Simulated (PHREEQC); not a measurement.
0.082 g of hydrous ferric oxide (600 m²/g; 0.2 weak and 0.005 strong sites per Fe, Dzombak-Morel constants, diffuse double layer) in 1 kg of water with 0.005 mol/kgw of an inert sodium salt and 0.00073 mmol/kgw CuCl2 and 0.00024 mmol/kgw NaH2PO4, at 25 °C; the pH is set by adding NaOH or the inert anion's acid. Oxygen alone is held at its pressure in air (log pO2 = -0.68). The system is closed to CO2. Nothing may precipitate in this run.

The series has 13 steps of pH, from 4 to 10.

Model: ion-association model, wateq4f.dat, run in PHREEQC.

Q: Near which pH is half of the Cu sorbed, and on which side is more sorbed?

A: Near pH 5.2, with more sorbed at higher pH.

Q: Near which pH is half of the P sorbed, and on which side is more sorbed?

A: Near pH 8.9, with more sorbed at lower pH.

H3PO4, which wateq4f.dat lacks, is added to it with the constant of phreeqc.dat. The database has no phosphate complexes of Cu. The database's constant for dissolved Cu(OH)2 is higher than later reviews accept.
